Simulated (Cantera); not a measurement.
A closed system holds: 1 mol PbO, 0.79 mol O2, a varied amount of N2, equilibrated at 1300 °C and 165 Torr.

These are equilibrium values from Cantera (NASA tables, ideal gas, pure condensed phases), not measurements of a reactor. Candidate condensed phases: Pb, PbO, PbO2, Pb3O4; 12 gas species. Gases not in the tables: (PbO)n polymers. The numbers say what is thermodynamically allowed, not how fast it happens.

**Question.** Which condensed phases are stable at each of these points (n(N2) (mol)): 1.5, 2, 2.6, 3.4, 4.4, 5.8, 7.5, 9.8, 13, 17, 22?

**Answer.** 
```tsv
n(N2) (mol)	condensed phases	Pb condensed (%)
1.5	PbO(l)	74.5
2	PbO(l)	68.9
2.6	PbO(l)	62.0
3.4	PbO(l)	52.9
4.4	PbO(l)	41.3
5.8	PbO(l)	25.0
7.5	PbO(l)	5.0
9.8	gas only	0.0
13	gas only	0.0
17	gas only	0.0
22	gas only	0.0
```

From 1.5 mol N2 to 7.5 mol N2 the condensed part is PbO(l). From 9.8 mol N2 to 22 mol N2 nothing is condensed.
